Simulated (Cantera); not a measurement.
# Equilibrium for abatement and gas-phase synthesis: N₂O + H₂ + O₂

Feed: 1 mol N₂O, 1.1 mol H₂, 0.26 mol O₂, equilibrated at 2.50e7 Pa.

Equilibrium computed with Cantera from the NASA thermochemical tables; the gas is ideal and each condensed phase is pure. Candidate condensed phases: H₂O; 24 gas species. The ideal-gas law is rough above about 30 bar. The numbers say what is thermodynamically allowed, not how fast it happens.

From 1025 K to 2375 K nothing is condensed.

| T (K) | x H₂O | x N₂ | x O₂ | x NO | x OH |
|---|---|---|---|---|---|
| 1025 | 0.476 | 0.433 | 0.0909 | 1.99e-5 | 8.24e-8 |
| 1175 | 0.476 | 0.433 | 0.0909 | 7.84e-5 | 9.42e-7 |
| 1325 | 0.476 | 0.433 | 0.0908 | 0.000226 | 6.21e-6 |
| 1475 | 0.476 | 0.433 | 0.0906 | 0.000526 | 2.79e-5 |
| 1625 | 0.476 | 0.432 | 0.0903 | 0.00105 | 9.49e-5 |
| 1775 | 0.476 | 0.432 | 0.0899 | 0.00185 | 0.000263 |
| 1925 | 0.476 | 0.431 | 0.0892 | 0.00298 | 0.000619 |
| 2075 | 0.475 | 0.430 | 0.0882 | 0.00448 | 0.00129 |
| 2225 | 0.475 | 0.429 | 0.0870 | 0.00635 | 0.00242 |
| 2375 | 0.473 | 0.428 | 0.0854 | 0.00858 | 0.00419 |
x: gas mole fraction; nothing condenses.
